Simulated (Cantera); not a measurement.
A closed system holds: 1 mol HgO, 6.2 mol H2, equilibrated at 548 K and 3.80 mbar.

Method: chemical equilibrium by Gibbs-energy minimisation in Cantera with the NASA 1993 tables (ideal gas, pure condensed phases). Candidate condensed phases: H2O, Hg, HgO; 10 gas species. The numbers say what is thermodynamically allowed, not how fast it happens.

What is the equilibrium state?


```
Property                              Value
--------------------------------  ---------
x(H2)                                 0.722
x(H2O)                                0.139
x(Hg)                                 0.139
gas amount                        7.200 mol
log10 activity of Hg(l) (absent)      -2.54
```
